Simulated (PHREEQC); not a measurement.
Dissolve 0.023 mol CuCl2 and 0.00044 mol FeCl3 per kg of water at 25 °C. Closed to the air; pH follows from the charge balance.

Equilibrium calculation in PHREEQC: ion-association model, wateq4f.dat.

Precipitation was switched off in this run.

Q: Order these Fe species by the share of Fe that they hold, largest first: Fe2(OH)2+4, FeOH+2, Fe+3, FeCl+2, Fe(OH)2+.

A: FeOH+2 (58 %), Fe(OH)2+ (24 %), Fe+3 (7.6 %), Fe2(OH)2+4 (4.8 %), FeCl+2 (4.1 %)

The pH is 3.38 and the ionic strength 0.0683 mol/kgw. Saturation is exceeded, for instance for Fe(OH)3(a), Hematite (slow to form); the values hold only as long as no solid forms.
